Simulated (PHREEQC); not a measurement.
0.032 g of hydrous ferric oxide (600 m²/g; 0.2 weak and 0.005 strong sites per Fe, Dzombak-Morel constants, diffuse double layer) in 1 kg of water with 0.001 mol/kgw of an inert sodium salt and 0.001 mmol/kgw CaCl2 and 0.056 mmol/kgw CuCl2, at 25 °C; the pH is set by adding NaOH or the inert anion's acid. Oxygen alone is held at its pressure in air (log pO2 = -0.68). No CO2 enters from the air. Precipitation was switched off in this run.

Equilibrium calculation in PHREEQC: ion-association model, wateq4f.dat.

```json
[
 {"pH": "4", "Ca sorbed (%)": "0.0", "Cu sorbed (%)": "0.2", "surface charge σ (C/m²)": "0.123", "surface potential ψ (mV)": "209"},
 {"pH": "4.38", "Ca sorbed (%)": "0.0", "Cu sorbed (%)": "0.9", "surface charge σ (C/m²)": "?", "surface potential ψ (mV)": "195"},
 {"pH": "4.75", "Ca sorbed (%)": "0.0", "Cu sorbed (%)": "2.7", "surface charge σ (C/m²)": "0.068", "surface potential ψ (mV)": "181"},
 {"pH": "5.12", "Ca sorbed (%)": "0.0", "Cu sorbed (%)": "6.1", "surface charge σ (C/m²)": "0.051", "surface potential ψ (mV)": "?"},
 {"pH": "5.88", "Ca sorbed (%)": "0.0", "Cu sorbed (%)": "27.9", "surface charge σ (C/m²)": "0.035", "surface potential ψ (mV)": "148"},
 {"pH": "6.25", "Ca sorbed (%)": "0.0", "Cu sorbed (%)": "41.3", "surface charge σ (C/m²)": "0.033", "surface potential ψ (mV)": "144"},
 {"pH": "6.62", "Ca sorbed (%)": "0.0", "Cu sorbed (%)": "51.3", "surface charge σ (C/m²)": "0.029", "surface potential ψ (mV)": "139"},
 {"pH": "7", "Ca sorbed (%)": "0.0", "Cu sorbed (%)": "56.0", "surface charge σ (C/m²)": "0.024", "surface potential ψ (mV)": "129"},
 {"pH": "7.38", "Ca sorbed (%)": "0.0", "Cu sorbed (%)": "56.7", "surface charge σ (C/m²)": "0.017", "surface potential ψ (mV)": "111"},
 {"pH": "7.75", "Ca sorbed (%)": "0.0", "Cu sorbed (%)": "56.2", "surface charge σ (C/m²)": "0.011", "surface potential ψ (mV)": "91"},
 {"pH": "8.12", "Ca sorbed (%)": "0.0", "Cu sorbed (%)": "?", "surface charge σ (C/m²)": "0.007", "surface potential ψ (mV)": "70"},
 {"pH": "8.88", "Ca sorbed (%)": "0.4", "Cu sorbed (%)": "54.8", "surface charge σ (C/m²)": "0.002", "surface potential ψ (mV)": "26"},
 {"pH": "9.25", "Ca sorbed (%)": "2.2", "Cu sorbed (%)": "54.5", "surface charge σ (C/m²)": "0.000", "surface potential ψ (mV)": "4"},
 {"pH": "9.62", "Ca sorbed (%)": "?", "Cu sorbed (%)": "54.1", "surface charge σ (C/m²)": "-0.001", "surface potential ψ (mV)": "-17"},
 {"pH": "10", "Ca sorbed (%)": "40.8", "Cu sorbed (%)": "53.4", "surface charge σ (C/m²)": "-0.003", "surface potential ψ (mV)": "-39"}
]
```

### Question
What belongs in the gaps?

### Answer

- 4.38, surface charge σ (C/m²): 0.091
- 5.12, surface potential ψ (mV): 166
- 8.12, Cu sorbed (%): 55.6
- 9.62, Ca sorbed (%): 11.0

Along this series the solution becomes supersaturated in solids that the run did not let form, among them Cu(OH)2. Species that the database lacks are ignored. The database's constant for dissolved Cu(OH)2 is higher than later reviews accept.
